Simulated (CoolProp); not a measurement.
Model: reference Helmholtz-energy equation of state, Platzer 1990, in CoolProp. This equation is an older, rougher fit; its heat capacities, sound speeds and derivatives of the liquid may be far off and weren't checked against measurements.

**Question.** Give the vapour pressure (bar), liquid density (kg/m³), vapour density (kg/m³), enthalpy of vaporisation (kJ/kg) of saturated c-C4F8 (RC318) at 307.9, 341.4 K.

**Answer.** 
| T (K) | p (bar) | liquid density (kg/m³) | vapour density (kg/m³) | enthalpy of vaporisation (kJ/kg) |
|---|---|---|---|---|
| 307.9 | 4.22 | 1460 | 37.7 | 99.7 |
| 341.4 | 10.3 | 1300 | 95.5 | 80.7 |
